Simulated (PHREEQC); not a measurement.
Solution (20 °C): 0.05 mol ZnSO4 and 0.00046 mol NaCl per kg of water. Closed to the air; pH follows from the charge balance.

All values are PHREEQC results (ion-association model, phreeqc.dat), not measurements.

This is a speciation only: nothing precipitates in the calculation.

Task: Order these Zn species by the share of Zn that they hold, largest first: Zn+2, Zn(SO4)2-2, ZnSO4.

Result: Zn+2 (55 %), ZnSO4 (38 %), Zn(SO4)2-2 (7.6 %)

Task: Order these S species by the share of S that they hold, largest first: Zn(SO4)2-2, ZnSO4, SO4-2.

Result: SO4-2 (47 %), ZnSO4 (38 %), Zn(SO4)2-2 (15 %)

The pH is 5.67 and the ionic strength 0.110 mol/kgw.
